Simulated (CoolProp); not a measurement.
Values from CoolProp's reference Helmholtz-energy equation of state, Zhou 2016.

Give the vapour pressure (bar), liquid density (kg/m³), enthalpy of vaporisation (kJ/kg), liquid cp (kJ/(kg K)) of saturated R245ca at 280.6, 370, 392.3 K.


| T (K) | p (bar) | liquid density (kg/m³) | enthalpy of vaporisation (kJ/kg) | liquid cp (kJ/(kg K)) |
|---|---|---|---|---|
| 280.6 | 0.482 | 1430 | 214 | 1.35 |
| 370 | 8.65 | 1180 | 157 | 1.54 |
| 392.3 | 14.1 | 1100 | 138 | 1.65 |
